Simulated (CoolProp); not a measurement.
Vapour-liquid equilibrium of dimethyl ether (1) + n-perfluorobutane (2) at 307.3 K; x and y are mole fractions of (1).

Values from CoolProp's multi-fluid Helmholtz-energy mixture model, Wu 2011 and Gao 2022; pair parameters Bell 2016.

Give the bubble pressure and the first vapour's composition at x = 0.35, 0.65, 0.95. Is there an azeotrope?

x = 0.35: 830.7 kPa, y = 0.642; x = 0.65: 908.2 kPa, y = 0.717; x = 0.95: 837.6 kPa, y = 0.882. y crosses x between x = 0.725 and 0.8: the model has an azeotrope there.

The pair parameters rest on a limited set of measurements; away from them the model extrapolates. With so large a gap from Raoult's law the liquid may split in two, which this calculation doesn't test in full.
